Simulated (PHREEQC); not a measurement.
## Copper plating or etch bath: an equilibrium model

Make-up at 25 °C: 0.11 mol/kgw Cu(NO3)2, 0.21 mol/kgw HNO3 and 0.00072 mol/kgw Na2SO4. Closed to the air; pH follows from the charge balance.

Equilibrium calculation in PHREEQC: ion-association model, phreeqc.dat.

Each row changes one thing in this solution. No solid was allowed to form.

```json
[
 {"case": "as made", "pH": "0.80", "HSO4- (mol/kgw)": "0.000491", "SO4-2 (mol/kgw)": "0.000117", "CuSO4 (mol/kgw)": "0.000112"},
 {"case": "0.0033 mol/kgw HBr added", "pH": "0.79", "HSO4- (mol/kgw)": "0.000493", "SO4-2 (mol/kgw)": "0.000116", "CuSO4 (mol/kgw)": "0.000111"},
 {"case": "temperature from 25 to 75 °C", "pH": "0.81", "HSO4- (mol/kgw)": "[?]", "SO4-2 (mol/kgw)": "4.78e-5", "CuSO4 (mol/kgw)": "4.73e-5"},
 {"case": "Na2SO4 replaced by CdSO4 at the same molality", "pH": "0.80", "HSO4- (mol/kgw)": "[?]", "SO4-2 (mol/kgw)": "0.000117", "CuSO4 (mol/kgw)": "0.000112"},
 {"case": "Na2SO4 replaced by Fe2(SO4)3 at the same molality", "pH": "0.80", "HSO4- (mol/kgw)": "[?]", "SO4-2 (mol/kgw)": "0.000319", "CuSO4 (mol/kgw)": "0.000304"}
]
```

Problem. Fill in the missing entries.

Solution. 
- temperature from 25 to 75 °C, HSO4- (mol/kgw): 0.000625
- Na2SO4 replaced by CdSO4 at the same molality, HSO4- (mol/kgw): 0.000490
- Na2SO4 replaced by Fe2(SO4)3 at the same molality, HSO4- (mol/kgw): 0.00133

Complexes and solids missing from the database can't appear. Some of these states are supersaturated (in Hematite (slow to form), for instance). At this temperature some constants are extrapolated from 25 °C, and those without enthalpy data are left unchanged.
